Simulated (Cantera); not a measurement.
Feed: 1 mol Si3H8, 0.2 mol HCl, 460 mol H2, held at 1123 K and 3800 Pa.

Cantera equilibrium calculation (NASA polynomials, part measured and part estimated; ideal gas, pure solids and liquids). Candidate condensed phases: Si; 19 gas species. The feed counts by its element totals alone. Rates play no part.

Question: What is the equilibrium state?

Answer: 
- x(H2): 1.000
- x(HCl): 0.000430
- n(Si(s)): 3.00 mol
- gas amount: 464.2 mol
